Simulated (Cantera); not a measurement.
A Cantera script and what it prints.

```python
import numpy as np
import cantera as ct

gas_names = [...]  # 109 gases of nasa_gas.yaml made of C, Cl, H, Si
cond_names = """
    C(gr) C6H6(L) C7H8(L) C8H18(L),n-octa Si(cr) Si(L) SiC(b)
""".split()


# ... load() reads the species with a 1 bar reference pressure and builds the phases ...
atoms = {
    'SiH2Cl2': {'Si': 1, 'H': 2, 'CL': 2},
    'C2H2': {'C': 2, 'H': 2},
    'H2': {'H': 2},
}
top_T = {'C(gr)': 4500, 'SiC(b)': 3050}  # K; cautious upper limits of use, not melting points


# ... equilibrate(T, P, feed) seeds the gas with the atoms and calls Mixture.equilibrate('TP', solver="vcs", rtol=1e-11, max_steps=5000) ...
results = []
feed = {'SiH2Cl2': 1, 'C2H2': 0.07, 'H2': 1000}  # mol
T = 2375  # K
P = 10000  # Pa
mix = equilibrate(T, P, feed)
results.append((T, P, feed, dict(zip(mix.species_names, mix.species_moles))))
x = sorted(zip(gas.X, gas.species_names), reverse=True)
print(f"T = {T:g} K  P = {P:g} Pa  gas = {mix.phase_moles(0):.4g} mol")
print("   x: " + "  ".join(f"{s} {v:.3e}" for v, s in x if v > 1e-05))
print("   condensed (mol): " + ("  ".join(f"{mix.phase(i).name} {mix.phase_moles(i):.4g}"
      for i in range(1, mix.n_phases) if mix.phase_moles(i) > 1e-12) or "none"))
```

Result:

```
T = 2375 K  P = 10000 Pa  gas = 1025 mol
   x: H2 9.535e-01  H 4.355e-02  HCL 1.885e-03  Si 8.496e-04  SiH 8.463e-05  C2H2,acetylene 6.351e-05  CL 6.154e-05  SiH2 2.907e-05
   condensed (mol): none
```

Cantera equilibrium calculation (NASA polynomials, part measured and part estimated; ideal gas, pure solids and liquids). Gases not in the tables: Si2H6 and higher silanes.
